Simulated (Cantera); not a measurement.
An adiabatic, constant-pressure homogeneous reactor starts with CH₄ : C₂H₆ : O₂ : N₂ = 1 : 0.037 : 5.92 : 22.2 (molar parts), at 1400 K and 11.8 atm. Integrator tolerance rtol = 1e-08.

Detailed kinetics in Cantera: GRI-Mech 3.0 (53 species, 325 reactions). The pressure lies above the range GRI-Mech 3.0 was tuned for (to about 10 atm).

Problem. What does this change do: constant volume in place of constant pressure?

Solution. 
| quantity | before | after |
|---|---|---|
| time of steepest temperature rise | 0.178 ms | 0.168 ms |
| temperature at 2.00 s | 2151 K | 2333 K |
| equilibrium temperature | 2151 K | 2333 K |
| x(CH₄) at 2.00 s | <1e-12 (gas-phase equilibrium <1e-12) | <1e-12 (gas-phase equilibrium <1e-12) |
| x(C₂H₆) at 2.00 s | <1e-12 (gas-phase equilibrium <1e-12) | <1e-12 (gas-phase equilibrium <1e-12) |
| x(O₂) at 2.00 s | 0.125 (gas-phase equilibrium 0.125) | 0.123 (gas-phase equilibrium 0.123) |
| x(C₂H₂) at 2.00 s | <1e-12 (gas-phase equilibrium <1e-12) | <1e-12 (gas-phase equilibrium <1e-12) |
| x(OH) at 2.00 s | 0.00162 (gas-phase equilibrium 0.00162) | 0.00288 (gas-phase equilibrium 0.00288) |
| x(C₂H) at 2.00 s | <1e-12 (gas-phase equilibrium <1e-12) | <1e-12 (gas-phase equilibrium <1e-12) |
| x(CO) at 2.00 s | 0.000128 (gas-phase equilibrium 0.000128) | 0.000333 (gas-phase equilibrium 0.000333) |
